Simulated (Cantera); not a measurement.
A perfectly stirred reactor is fed with 18.8 % CH4, 81.2 % N2, at 1330 Pa; it is held at 1548 K, and followed from long to short residence time.

Cantera simulation using GRI-Mech 3.0 (53 species, 325 reactions); the numbers are that mechanism's predictions, not measurements. GRI-Mech 3.0 stops at C3 and has no aromatics, soot or wall deposition, so with more carbon than oxygen in the feed, carbon stays in small species such as C2H2 where larger ones or solid carbon would form. Radical loss at walls, strong at low pressure, is not modelled.

Question: Predict: x(CH4) at τ = 1.60 s; x(H2) at τ = 1.60 s; x(C2H2) at τ = 1.60 s; x(C2H) at τ = 1.60 s; x(C2H6) at τ = 1.60 s; x(CH4) at τ = 18.0 ms; x(H2) at τ = 18.0 ms; x(C2H2) at τ = 18.0 ms; x(C2H6) at τ = 18.0 ms.

Answer: x(CH4) at τ = 1.60 s: 0.117
x(H2) at τ = 1.60 s: 0.0875
x(C2H2) at τ = 1.60 s: 0.0277
x(C2H) at τ = 1.60 s: 1.91e-8
x(C2H6) at τ = 1.60 s: 4.49e-5
x(CH4) at τ = 18.0 ms: 0.187
x(H2) at τ = 18.0 ms: 6.54e-5
x(C2H2) at τ = 18.0 ms: 3.01e-7
x(C2H6) at τ = 18.0 ms: 8.88e-7
